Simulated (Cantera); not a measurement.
# Stirred combustor or abatement burner

A perfectly stirred reactor is fed with 15.3 % H2, 17.8 % O2, 66.9 % N2, equivalence ratio 0.43, at 1.01 bar; it is adiabatic with a 675 K inlet, and is followed from long to short residence time, starting on the burning branch (τ in s: 0.25, 0.099, 0.039, 0.015, 0.006, 0.0023, 0.00092, 0.00036, 0.00014, 5.6e-05).

Model: GRI-Mech 3.0 (53 species, 325 reactions), integrated in Cantera.

```
τ (s)    T (K)      x H2   x O2    x N2O   x H2O2    x HO2    x NO2
-------  -----  --------  -----  -------  -------  -------  -------
0.25      1812   8.45e-5  0.109  3.24e-7  7.55e-8  1.30e-6  5.44e-8
0.099     1809  0.000145  0.109  4.63e-7  1.01e-7  1.76e-6  4.11e-8
0.039     1805  0.000262  0.109  6.20e-7  1.43e-7  2.71e-6  3.28e-8
0.015     1798  0.000488  0.109  7.09e-7  2.08e-7  4.55e-6  2.44e-8
0.0060    1787  0.000887  0.108  6.80e-7  3.00e-7  7.63e-6  1.67e-8
0.0023    1767   0.00164  0.108  5.72e-7  4.43e-7  1.29e-5  1.12e-8
0.00092   1735   0.00287  0.107  4.53e-7  6.54e-7  2.04e-5  8.47e-9
0.00036   1682   0.00494  0.107  3.43e-7  1.03e-6  3.08e-5  7.12e-9
0.00014   1600   0.00836  0.108  2.49e-7  1.80e-6  4.38e-5  5.82e-9
5.6e-5    1485    0.0146  0.110  1.67e-7  3.51e-6  5.95e-5  3.80e-9
```
x: mole fraction; the columns are a selection and need not sum to one.
